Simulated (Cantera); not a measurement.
A perfectly stirred reactor is fed with CH4 : O2 : N2 = 1 : 3.45 : 41.4 (molar parts), equivalence ratio 0.58, at 10.9 atm; it is adiabatic with a 800 K inlet, and is followed from long to short residence time, starting on the burning branch (τ in s: 0.25, 0.081, 0.026, 0.0086, 0.0028, 0.00091, 0.0003, 9.6e-05, 3.1e-05).

Computed with Cantera and GRI-Mech 3.0 (53 species, 325 reactions).

What does this change do: N2 41.4 to 29 parts?


| quantity | before | after |
|---|---|---|
| blow-out, bracketed by the residence times tried | burning at 26.0 ms, out at 8.60 ms | burning at 2.80 ms, out at 0.910 ms |
| x(CH4) at τ = 0.250 s | 9.51e-5 | 1.09e-5 |
| x(O2) at τ = 0.250 s | 0.0322 | 0.0434 |
| x(HCN) at τ = 0.250 s | 4.80e-10 | 7.19e-10 |
| x(C2H6) at τ = 0.250 s | 6.83e-7 | 1.06e-8 |
| x(C2H2) at τ = 0.250 s | 2.35e-7 | 2.56e-8 |
| x(CH4) at τ = 2.80 ms | 0.0218 | 0.00119 |
| x(O2) at τ = 2.80 ms | 0.0752 | 0.0501 |
| x(HCN) at τ = 2.80 ms | <1e-12 | 1.42e-9 |
| x(C2H6) at τ = 2.80 ms | <1e-12 | 1.46e-5 |
| x(C2H2) at τ = 2.80 ms | <1e-12 | 1.85e-6 |
